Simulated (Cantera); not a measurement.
## Halide evaporation, hydrolysis and transport: CaCl₂ + H₂

A closed system holds: 1 mol CaCl₂, 0.19 mol H₂, at 0.250 Pa.

Equilibrium computed with Cantera from the NASA thermochemical tables; the gas is ideal and each condensed phase is pure. Candidate condensed phases: Ca, CaCl₂; 9 gas species. Equilibrium is a limit: real reactors are often held back by kinetics, nucleation or transport.

From 723 K to 1023 K the condensed part is CaCl₂(s). At 1123 K the condensed part is CaCl₂(l). From 1223 K to 1623 K nothing is condensed.

```
T (K)  log p H₂  log p CaCl₂  log p HCl  log p CaCl  log p H  n CaCl₂(s)  n CaCl₂(l)
-----  --------  -----------  ---------  ----------  -------  ----------  ----------
723       -5.60       -13.96     -15.93      -17.02   -15.87        1.00           0
823       -5.60       -11.18     -13.50      -14.30   -13.94        1.00           0
923       -5.60        -9.02     -11.68      -12.10   -12.41       1.000           0
1023      -5.61        -7.29     -10.19      -10.39   -11.19       0.996           0
1123      -5.84        -5.98      -9.03       -9.12   -10.29           0       0.865
1223      -6.40        -5.68      -8.52       -8.60    -9.72           0           0
1323      -6.40        -5.68      -8.08       -8.19    -9.00           0           0
1423      -6.41        -5.68      -7.70       -7.84    -8.38           0           0
1523      -6.44        -5.69      -7.37       -7.54    -7.85           0           0
1623      -6.48        -5.70      -7.10       -7.29    -7.40           0           0
```
log p: log10 of the partial pressure in bar; n: condensed amount in mol.
